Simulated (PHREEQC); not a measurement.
A solution holds 13 mmol/kgw Cu(NO3)2, 1.4 mmol/kgw HCl and 0.19 mmol/kgw H3BO3, at 20 °C. Closed to the air; pH follows from the charge balance.

Equilibrium calculation in PHREEQC: ion-association model, phreeqc.dat.

Q: The ionic strength comes out as 0.0404 mol/kgw. What activity coefficients do H+, CuCl+, NO3-, Cu+2, Cl- get?

A: H+ 0.86, CuCl+ 0.83, NO3- 0.82, Cu+2 0.51, Cl- 0.83.

This is a speciation only: nothing precipitates in the calculation. Species that the database lacks are ignored.
